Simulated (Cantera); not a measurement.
Feed: 1 mol MgO, 0.29 mol N2, held at 1725 K and 0.100 bar.

Equilibrium computed with Cantera from the NASA thermochemical tables; the gas is ideal and each condensed phase is pure. Candidate condensed phases: Mg, MgO; 13 gas species. Equilibrium is a limit: real reactors are often held back by kinetics, nucleation or transport.

Base state: N2 1.000 (mole fractions); condensed: MgO(s).

Question: What changes in the equilibrium state with this change: 0.23 mol HCl added?

Answer: 
```csv
species,before,after
N2,1.000,0.557
HCl,0,0.335
MgCl2,0,0.0516
H2O,0,0.0515
Cl,0,0.00355
H2,0,0.00183
"MgO(s), mol",1.00,0.973
```
Further candidate phases: H2O, MgCl2, Mg(OH)2, NH4Cl.

Question: What changes in the equilibrium state with this change: temperature from 1725 K to 2373.15 K?

Answer: 
```json
[
 {"species": "N2", "before": "1.000", "after": "0.993"},
 {"species": "Mg", "before": "1.03e-6", "after": "0.00413"},
 {"species": "NO", "before": "9.74e-7", "after": "0.00140"},
 {"species": "MgO", "before": "<1e-9", "after": "9.83e-5"},
 {"species": "O2", "before": "1.55e-8", "after": "0.000992"},
 {"species": "O", "before": "2.28e-8", "after": "0.000747"},
 {"species": "MgO(s), mol", "before": "1.00", "after": "0.999"}
]
```
